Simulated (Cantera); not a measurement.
## Transport properties of process gases

Gas mixture: 100 % NO, at 900 Torr, frozen composition.

Cantera's kinetic-theory transport with the Lennard-Jones parameters of GRI-Mech 3.0, ideal gas; thermal conductivity in the multicomponent form. The composition is frozen, though it would react at the higher temperatures.

| T (K) | ρ (kg/m³) | cp (J/kg/K) | μ (µPa s) | λ (mW/m/K) | Pr | D (cm²/s) N₂ | D (cm²/s) CH₄ | D (cm²/s) O |
|---|---|---|---|---|---|---|---|---|
| 400 | 1.08 | 998.6 | 23.1 | 32.5 | 0.711 | 0.286 | 0.311 | 0.445 |
| 550 | 0.787 | 1028 | 28.9 | 41.9 | 0.709 | 0.493 | 0.540 | 0.765 |
| 700 | 0.619 | 1067 | 34.0 | 51.2 | 0.708 | 0.741 | 0.814 | 1.15 |
| 850 | 0.509 | 1104 | 38.6 | 60.2 | 0.708 | 1.03 | 1.13 | 1.59 |
| 1000 | 0.433 | 1133 | 42.9 | 68.8 | 0.707 | 1.35 | 1.48 | 2.08 |
| 1150 | 0.377 | 1153 | 47.0 | 76.7 | 0.707 | 1.70 | 1.87 | 2.63 |
| 1300 | 0.333 | 1171 | 50.9 | 84.4 | 0.707 | 2.08 | 2.30 | 3.22 |
| 1450 | 0.299 | 1186 | 54.7 | 91.8 | 0.707 | 2.50 | 2.76 | 3.86 |
| 1600 | 0.271 | 1199 | 58.3 | 98.9 | 0.706 | 2.94 | 3.25 | 4.54 |
D: mixture-averaged diffusion coefficient of that species in the mixture.
